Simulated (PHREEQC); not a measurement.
## Acid mine or pickling water: an equilibrium model

Model water analysis in mg/L, 71 °C, pH 2.22, pe 11.5:

```json
[
 {"constituent": "Na", "mg/L": "143"},
 {"constituent": "K", "mg/L": "10"},
 {"constituent": "Ca", "mg/L": "104"},
 {"constituent": "Mg", "mg/L": "39.7"},
 {"constituent": "Cl", "mg/L": "35.5"},
 {"constituent": "S(6) as SO4", "mg/L": "1230"},
 {"constituent": "Sr", "mg/L": "0.322"},
 {"constituent": "N(5) as NO3", "mg/L": "2.8"}
]
```

Valence states are taken as typed.

Computed with PHREEQC (ion-association model, phreeqc.dat).

No solid was allowed to form.

Predict the ionic strength, charge-balance error.

ionic strength 0.0262 mol/kgw; charge-balance error 3.4 %.

In which forms is Sr present?

Sr+2 69 %, SrSO4 31 % of the Sr.

At this temperature some constants are extrapolated from 25 °C, and those without enthalpy data are left unchanged.
